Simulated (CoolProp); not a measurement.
Vapour-liquid equilibrium of isobutene (1) + acetone (2) at 69.65 °C; x and y are mole fractions of (1).

Computed with CoolProp (multi-fluid Helmholtz-energy mixture model, Lemmon 2005 and Lemmon 2006; pair parameters Bell 2016).

**Question.** Give the bubble pressure and the first vapour's composition at x = 0.2, 0.65, 0.95. Is there an azeotrope?

**Answer.** x = 0.2: 4.553 bar, y = 0.687; x = 0.65: 7.911 bar, y = 0.875; x = 0.95: 9.489 bar, y = 0.974. No azeotrope shows between x = 0.05 and 0.95.

The pair parameters rest on a limited set of measurements; away from them the model extrapolates.
